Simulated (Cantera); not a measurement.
Thermodynamics of hydrogen reduction and annealing atmospheres, feed V2O3 + H2 + H2O

Feed: 1 mol V2O3, a varied amount of H2, 0.053 mol H2O, at 950 °C and 7.50 Torr.

Equilibrium computed with Cantera from the NASA thermochemical tables; the gas is ideal and each condensed phase is pure. Candidate condensed phases: H2O, V, VO, V2O3, V2O4, V2O5; 12 gas species. Mutual solubility and eutectic melting of coexisting phases are not modelled. VO: taken at fixed stoichiometry. Condensed phases not in the tables: the oxides between V2O3 and V2O5 other than VO2. The numbers say what is thermodynamically allowed, not how fast it happens.

```
n(H2) (mol)   x H2     x H2O      x H  n V2O3(s)  n VO(s)
-----------  -----  --------  -------  ---------  -------
17           0.997   0.00311  3.01e-6       1.00        0
27           0.998   0.00196  3.01e-6       1.00        0
44           0.999   0.00120  3.01e-6       1.00        0
72           0.999  0.000736  3.01e-6       1.00        0
120          0.999  0.000550  3.01e-6      0.987   0.0259
190          0.999  0.000550  3.01e-6      0.949    0.103
310          0.999  0.000550  3.01e-6      0.883    0.235
500          0.999  0.000550  3.01e-6      0.778    0.444
```
x: gas mole fraction; n: condensed amount in mol.

From 17 mol H2 to 72 mol H2 the condensed part is V2O3(s). From 120 mol H2 to 500 mol H2 the condensed part is VO(s) + V2O3(s).
